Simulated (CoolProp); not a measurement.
Vapour-liquid equilibrium of R22 (1) + R123 (2) at 0.0415 bar; x and y are mole fractions of (1).

The numbers come from the multi-fluid Helmholtz-energy mixture model, Kamei 1995 and Younglove 1994; pair parameters Bell 2016 in CoolProp.

Task: Give the bubble temperature and the first vapour's composition at x = 0.05, 0.65, 0.8. Is there an azeotrope?

Result: x = 0.05: -52.5 °C, y = 0.664; x = 0.65: -87.2 °C, y = 0.995; x = 0.8: -89.4 °C, y = 0.998. No azeotrope shows between x = 0.05 and 0.95.

Pair parameters are fitted to limited data, so mixtures are less certain than the pure fluids. The gap from Raoult's law changes sign with composition, which may be real or a fault of the pair parameters; it wasn't checked against measurements.
